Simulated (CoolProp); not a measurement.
Sulfur dioxide at several states: density (kg/m³) from the reference equation and from simpler models built on Tc = 430.6 K, pc = 7.887 MPa, ω = 0.256; each cubic takes its own stable root.

Computed with CoolProp (reference Helmholtz-energy equation of state, Gao 2016).

```csv
T (K),p (MPa),phase,reference
458,5.43,gas,117.5
340.2,0.0143,gas,0.3243
241.2,0.0148,gas,0.4754
286,0.0109,gas,0.2943
321.1,10.9,liquid,1326
```

### Question
How far does each simpler model (van der Waals, Redlich-Kwong, Soave-Redlich-Kwong, Peng-Robinson) lie from the reference over these 5 states: mean and median of the absolute difference, and the worst?

### Answer
- van der Waals: mean 8.1 %, median 0.3 %, worst -38.6 % at 321.1 K and 10.9 MPa
- Redlich-Kwong: mean 2.8 %, median 0.2 %, worst -13.3 % at 321.1 K and 10.9 MPa
- Soave-Redlich-Kwong: mean 2.3 %, median 0.2 %, worst -10.2 % at 321.1 K and 10.9 MPa
- Peng-Robinson: mean 0.7 %, median 0.2 %, worst +2.0 % at 458 K and 5.43 MPa
